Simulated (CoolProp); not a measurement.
Vapour-liquid equilibrium of hydrogen sulfide (1) + benzene (2) at 17.85 °C; x and y are mole fractions of (1).

Computed with CoolProp (multi-fluid Helmholtz-energy mixture model, Lemmon 2006 and Thol 2012; pair parameters Bell 2016).

```
x     bubble pressure (MPa)  y at the bubble point  dew pressure at overall composition x (MPa)  liquid density (mol/L)
----  ---------------------  ---------------------  -------------------------------------------  ----------------------
0.05                0.08782                  0.899                                          [?]                   11.63
0.15                 0.2394                    [?]                                      0.01063                   12.38
0.25                 0.3883                  0.980                                      0.01205                   13.21
0.35                 0.5390                  0.987                                      0.01389                   14.13
0.45                    [?]                  0.991                                      0.01641                   15.15
0.55                 0.8570                  0.993                                          [?]                   16.30
0.65                    [?]                  0.995                                      0.02573                   17.59
0.75                  1.205                  0.997                                      0.03591                     [?]
0.85                  1.391                  0.998                                      0.05944                     [?]
0.95                  1.585                  0.999                                       0.1719                   22.36
```

Q: Fill in the missing entries.

A: 
- 0.05, dew pressure at overall composition x (MPa): 0.009511
- 0.15, y at the bubble point: 0.965
- 0.45, bubble pressure (MPa): 0.6946
- 0.55, dew pressure at overall composition x (MPa): 0.02004
- 0.65, bubble pressure (MPa): 1.027
- 0.75, liquid density (mol/L): 19.03
- 0.85, liquid density (mol/L): 20.62

No azeotrope shows between x = 0.05 and 0.95.

The pair parameters rest on a limited set of measurements; away from them the model extrapolates.
